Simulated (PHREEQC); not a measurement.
A solution holds 0.00019 mol CdCl2, 0.019 mol MgSO4 and 0.024 mol HCl per kg of water, at 4.2 °C. Closed to the air; pH follows from the charge balance.

All values are PHREEQC results (ion-association model, phreeqc.dat), not measurements.

The ionic strength comes out as 0.0748 mol/kgw. What activity coefficients do Mg+2, Cd+2, SO4-2, H+, Cl- get?

Mg+2 0.45, Cd+2 0.42, SO4-2 0.42, H+ 0.84, Cl- 0.79.

Precipitation was switched off in this run. Species that the database lacks are ignored. Away from 25 °C the constants follow the database's enthalpies or fits; those with neither stay at their 25 °C values.
